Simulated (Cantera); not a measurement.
Input (Python, Cantera) and output of one run.

```python
import numpy as np
import cantera as ct

gas_names = """
    C CH CH2 CH3 CH2OH CH3O CH4 CH3OH CO CO2 COOH C2 C2H CHCO,ketyl C2H2,acetylene C2H2,vinylidene
    CH2CO,ketene C2H3,vinyl CH3CO,acetyl C2H4 C2H4O,ethylen CH3CHO,ethanal CH3COOH (HCOOH)2 C2H5 C2H6
    CH3OCH3 C2H5OH C2O C3 C3H3,propargyl C3H4,allene C3H4,propyne C3H4,cyclo- C3H5,allyl C3H6,propylene
    C3H6,cyclo- C3H6O C3H7,n-propyl C3H7,i-propyl C3H8 C3H8O,1propanol C3H8O,2propanol C3O2 C4 C4H2
    C4H4,1,3-cyclo- C4H6,butadiene C4H6,2-butyne C4H6,cyclo- C4H8,1-butene C4H8,cis2-buten
    C4H8,tr2-butene C4H8,isobutene C4H8,cyclo- (CH3COOH)2 C4H9,n-butyl C4H9,i-butyl C4H9,s-butyl
    C4H9,t-butyl C4H10,isobutane C4H10,n-butane C5 C5H6,1,3cyclo- C5H8,cyclo- C5H10,1-pentene
    C5H10,cyclo- C5H11,pentyl C5H11,t-pentyl C5H12,n-pentane C5H12,i-pentane CH3C(CH3)2CH3 C6H2
    C6H5,phenyl C6H5O,phenoxy C6H6 C6H5OH,phenol C6H10,cyclo- C6H12,1-hexene C6H12,cyclo- C6H13,n-hexyl
    C7H7,benzyl C7H8 C7H8O,cresol C7H14,1-heptene C7H15,n-heptyl C7H16,n-heptane C8H8,styrene
    C8H10,ethylbenz C8H16,1-octene C8H17,n-octyl C8H18,isooctane C8H18,n-octane C9H19,n-nonyl
    C10H8,naphthale C10H21,n-decyl C12H9,o-bipheny C12H10,bipheny H HCO HO2 H2 HCHO,formaldehy HCOOH H2O
    H2O2 O OH O2 O3
""".split()
cond_names = """
    C(gr) C6H6(L) C7H8(L) C8H18(L),n-octa H2O(s) H2O(L)
""".split()


def load(file, names, dense=False):
    # The tables refer to 1 bar. Condensed volumes are neglected.
    table = {s.name: s for s in ct.Species.list_from_file(file)}
    out = []
    for n in names:
        d = dict(table[n].input_data)
        d["thermo"] = dict(d["thermo"], **{"reference-pressure": 1e5})
        if dense:
            d["equation-of-state"] = {"model": "constant-volume", "density": "1e6 g/cm^3"}
        out.append(ct.Species.from_dict(d))
    return out


gas = ct.Solution(thermo="ideal-gas", species=load("nasa_gas.yaml", gas_names))
cond = {s.name: ct.Solution(thermo="fixed-stoichiometry", species=[s], name=s.name)
        for s in load("nasa_condensed.yaml", cond_names, dense=True)}
atoms = {
    'C3H8': {'C': 3, 'H': 8},
    'H2O': {'H': 2, 'O': 1},
}
top_T = {'C(gr)': 4500}  # K; cautious upper limits of use, not melting points


def equilibrate(T, P, feed):
    n = {}
    for name, mol in feed.items():
        for a, k in atoms[name].items():
            n[a] = n.get(a, 0.0) + k * mol
    gas.TPX = T, P, n
    mass = sum(n.values()) * gas.mean_molecular_weight
    gas.equilibrate("TP")
    valid = [c for c in cond.values() if c.min_temp <= T <= top_T.get(c.name, c.max_temp)]
    mix = ct.Mixture([(gas, mass / gas.mean_molecular_weight)] + [(c, 0.0) for c in valid])
    mix.T, mix.P = T, P
    mix.equilibrate("TP", solver="vcs", rtol=1e-11, max_steps=5000)
    return mix


results = []
feed = {'C3H8': 1, 'H2O': 5.1}  # mol
T = 1675  # K
P = 120  # Pa
mix = equilibrate(T, P, feed)
results.append((T, P, feed, dict(zip(mix.species_names, mix.species_moles))))
print(gas.report(threshold=0.001))
for i in range(1, mix.n_phases):
    print(f"{mix.phase(i).name:16s} {mix.phase_moles(i):12.5e} mol")
```

Output:

```
       temperature   1675 K
          pressure   120 Pa
           density   9.6701e-05 kg/m^3
  mean mol. weight   11.223 kg/kmol
   phase of matter   gas

                          1 kg             1 kmol
                     ---------------   ---------------
          enthalpy        -2.134e+06       -2.3949e+07  J
   internal energy       -3.3749e+06       -3.7876e+07  J
           entropy             24627        2.7638e+05  J/K
    Gibbs function       -4.3384e+07       -4.8689e+08  J
 heat capacity c_p            3256.9             36552  J/K
 heat capacity c_v            2516.1             28237  J/K

                      mass frac. Y      mole frac. X     chem. pot. / RT
                     ---------------   ---------------   ---------------
                CO           0.57288           0.22953           -43.247
               CO2           0.07088          0.018075           -69.745
                 H        0.00023213         0.0025845           -13.088
                H2            0.1068           0.59455           -26.176
               H2O           0.24916           0.15522           -52.673
     [ +105 minor]        4.9658e-05        3.2763e-05

C(gr)             0.00000e+00 mol
```

Cantera equilibrium calculation (NASA polynomials, part measured and part estimated; ideal gas, pure solids and liquids).
